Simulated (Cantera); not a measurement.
A closed system holds: 1 mol CH₃Cl, 0.01 mol Si, 0.2 mol H₂, held at 2973 K and 1400 Pa.

Method: chemical equilibrium by Gibbs-energy minimisation in Cantera with the NASA 1993 tables (ideal gas, pure condensed phases). Candidate condensed phases: C, C₆H₆, C₇H₈, C₈H₁₈, Si, SiC; 109 gas species. The tables' values for SiCl, CCl are old estimates; treat these amounts as uncertain. Equilibrium is a limit: real reactors are often held back by kinetics, nucleation or transport.

Base state: H 0.506, Cl 0.190, H₂ 0.170, HCl 0.0937, C₃ 0.0167, C₂H₂ (acetylene) 0.00979, C₂H 0.00481, C 0.00279 (mole fractions); condensed: C(graphite).

**Question.** What changes in the equilibrium state with this change: pressure from 1400 Pa to 62.0 Pa?

**Answer.** 
| species | before | after |
|---|---|---|
| H | 0.506 | 0.679 |
| Cl | 0.190 | 0.204 |
| C₃ | 0.0167 | 0.0506 |
| H₂ | 0.170 | 0.0136 |
| HCl | 0.0937 | 0.00597 |
| C | 0.00279 | 0.0323 |
| Si | 0.00153 | 0.00173 |
| SiCl₂ | 1.27e-5 | 3.23e-8 |
| C₄H₂ | 0.000235 | 1.29e-6 |
| C(graphite), mol | 0.680 | 0 |
